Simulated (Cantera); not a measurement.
Charge: 1 mol SiH₄, 0.82 mol NH₃, 33 mol N₂, held at 100000 Pa.

Equilibrium computed with Cantera from the NASA thermochemical tables; the gas is ideal and each condensed phase is pure. Candidate condensed phases: Si, Si₃N₄; 18 gas species. Rates play no part. All values below are at 1175 °C.

Base state: N₂ 0.910, H₂ 0.0898 (mole fractions); condensed: Si₃N₄(s).

### Question
What changes in the equilibrium state with this change: SiH₄ replaced by SiH₂Cl₂?

### Answer
```
species        before     after
-------------  ------  --------
N₂              0.910     0.911
HCl                 0    0.0524
H₂             0.0898    0.0358
SiCl₄               0  0.000570
SiCl₂               0  0.000163
SiCl₃               0  0.000159
SiHCl₃              0   3.33e-5
Si₃N₄(s), mol   0.333     0.322
```
The tables' values for SiCl₃ are old estimates; treat these amounts as uncertain. Further candidate phases: NH₄Cl.
